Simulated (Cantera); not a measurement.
A perfectly stirred reactor is fed with 2.32 % CO, 0.880 % O₂, 4.17 % H₂O, 92.6 % N₂, at 5850 Torr; it is held at 1148 K, and followed from long to short residence time.

Cantera simulation using GRI-Mech 3.0 (53 species, 325 reactions); the numbers are that mechanism's predictions, not measurements.

Predict: x(CO) at τ = 0.430 s; x(O₂) at τ = 0.430 s; x(H₂O) at τ = 0.430 s; x(O) at τ = 0.430 s; x(H₂O₂) at τ = 0.430 s; x(CO) at τ = 12.0 ms; x(O₂) at τ = 12.0 ms; x(H₂O) at τ = 12.0 ms; x(O) at τ = 12.0 ms; x(H₂O₂) at τ = 12.0 ms.


* **x(CO) at τ = 0.430 s**: 0.00585
* **x(O₂) at τ = 0.430 s**: 0.000504
* **x(H₂O) at τ = 0.430 s**: 0.0413
* **x(O) at τ = 0.430 s**: 8.02e-8
* **x(H₂O₂) at τ = 0.430 s**: 5.70e-8
* **x(CO) at τ = 12.0 ms**: 0.0183
* **x(O₂) at τ = 12.0 ms**: 0.00646
* **x(H₂O) at τ = 12.0 ms**: 0.0416
* **x(O) at τ = 12.0 ms**: 8.12e-7
* **x(H₂O₂) at τ = 12.0 ms**: 1.68e-6
